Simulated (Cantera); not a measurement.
Feed: 1 mol HCl, 1.5 mol H₂O, 40 mol N₂, held at 1825 K and 25.0 Pa.

These are equilibrium values from Cantera (NASA tables, ideal gas, pure condensed phases), not measurements of a reactor. Candidate condensed phases: H₂O, NH₄Cl; 29 gas species. The numbers say what is thermodynamically allowed, not how fast it happens.

Base state: N₂ 0.936, H₂O 0.0318, HCl 0.0178, Cl 0.00557, H₂ 0.00463, H 0.00190, OH 0.000911, O₂ 0.000869 (mole fractions); condensed: gas only.

Task: What changes in the equilibrium state with this change: HCl replaced by CS₂?

Result: 
| species | before | after |
|---|---|---|
| N₂ | 0.936 | 0.911 |
| H₂ | 0.00463 | 0.0283 |
| CO | 0 | 0.0222 |
| H₂O | 0.0318 | 0.00297 |
| HCl | 0.0178 | 0 |
| S₂ | 0 | 0.0155 |
| S | 0 | 0.00713 |
| Cl | 0.00557 | 0 |
| SO | 0 | 0.00504 |
Further candidate phases: C, C₆H₆, C₇H₈, C₈H₁₈, H₂SO₄, S.

Task: What changes in the equilibrium state with this change: H₂O from 1.5 to 8.3 mol?

Result: 
```csv
species,before,after
N₂,0.936,0.803
H₂O,0.0318,0.155
HCl,0.0178,0.0167
H₂,0.00463,0.0107
O₂,0.000869,0.00386
OH,0.000911,0.00292
O,0.000286,0.000604
NO,0.000317,0.000619
```

Task: What changes in the equilibrium state with this change: pressure from 25.0 Pa to 133 Pa?

Result: 
```
species    before     after
-------  --------  --------
N₂          0.936     0.938
H₂O        0.0318    0.0334
HCl        0.0178    0.0200
Cl        0.00557   0.00343
O        0.000286   9.03e-5
H         0.00190  0.000649
O₂       0.000869  0.000460
OH       0.000911  0.000524
H₂        0.00463   0.00289
```
